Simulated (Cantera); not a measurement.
A perfectly stirred reactor is fed with CH4 : N2 = 1 : 89 (molar parts), at 1330 Pa; it is held at 1823 K, and followed from long to short residence time.

Detailed kinetics in Cantera: GRI-Mech 3.0 (53 species, 325 reactions). GRI-Mech 3.0 stops at C3 and has no aromatics, soot or wall deposition, so with more carbon than oxygen in the feed, carbon stays in small species such as C2H2 where larger ones or solid carbon would form. Radical loss at walls, strong at low pressure, is not modelled.

Question: What does this change do: CH4 1 to 0.13 parts?

Answer: 
```json
[
 {"quantity": "x(CH4) at τ = 3.60 s", "before": "0.000778", "after": "0.000139"},
 {"quantity": "x(C2H6) at τ = 3.60 s", "before": "2.29e-8", "after": "2.14e-9"},
 {"quantity": "x(HCN) at τ = 3.60 s", "before": "0.000138", "after": "0.000109"},
 {"quantity": "x(H2) at τ = 3.60 s", "before": "0.0151", "after": "0.00192"},
 {"quantity": "x(H) at τ = 3.60 s", "before": "0.000118", "after": "2.81e-5"},
 {"quantity": "x(CH4) at τ = 0.170 s", "before": "0.00534", "after": "0.000892"},
 {"quantity": "x(C2H6) at τ = 0.170 s", "before": "3.24e-7", "after": "2.43e-8"},
 {"quantity": "x(HCN) at τ = 0.170 s", "before": "4.01e-6", "after": "2.68e-6"},
 {"quantity": "x(H2) at τ = 0.170 s", "before": "0.00793", "after": "0.000701"},
 {"quantity": "x(H) at τ = 0.170 s", "before": "4.23e-5", "after": "1.01e-5"}
]
```
